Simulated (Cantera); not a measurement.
An isothermal, constant-pressure homogeneous reactor starts with 30.6 % H2, 69.4 % O2, equivalence ratio 0.22, at 1400 K and 110 Pa.

Cantera simulation using the H2/O2 subset of GRI-Mech 3.0, which has no nitrogen chemistry; the numbers are that mechanism's predictions, not measurements. Radical loss at walls, strong at low pressure, is not modelled. The temperature is held fixed by assumption; the heat of reaction is taken as removed at once.

x: mole fraction; the columns are a selection and need not sum to one.

| t (s) | x H2 | x O2 | x H2O2 | x O | x OH |
|---|---|---|---|---|---|
| 3.00e-5 | 0.306 | 0.694 | 1.72e-12 | 5.11e-10 | 4.97e-10 |
| 0.000123 | 0.306 | 0.694 | 2.87e-11 | 7.33e-9 | 6.65e-9 |
| 0.000504 | 0.306 | 0.694 | 4.74e-10 | 9.77e-8 | 7.86e-8 |
| 0.00206 | 0.306 | 0.694 | (withheld) | 8.14e-6 | 6.31e-6 |
| 0.00845 | 0.0233 | 0.524 | 2.56e-8 | 0.103 | 0.0232 |
| 0.0346 | 0.0212 | 0.522 | 2.46e-8 | 0.106 | 0.0225 |
| 0.142 | 0.0207 | 0.527 | 2.53e-8 | 0.102 | 0.0224 |
| 0.582 | 0.0187 | 0.544 | (withheld) | 0.0861 | 0.0216 |
| 2.38 | 0.0102 | 0.594 | (withheld) | 0.0411 | 0.0167 |
| 9.76 | 0.00107 | 0.634 | (withheld) | 0.00399 | 0.00556 |
| 40.0 | 6.62e-5 | 0.639 | (withheld) | 0.000246 | 0.00139 |

Question: Fill in the missing entries.

Answer: 
- 0.00206, x H2O2: 7.50e-9
- 0.582, x H2O2: 2.79e-8
- 2.38, x H2O2: 3.17e-8
- 9.76, x H2O2: 1.47e-8
- 40.0, x H2O2: 3.28e-9
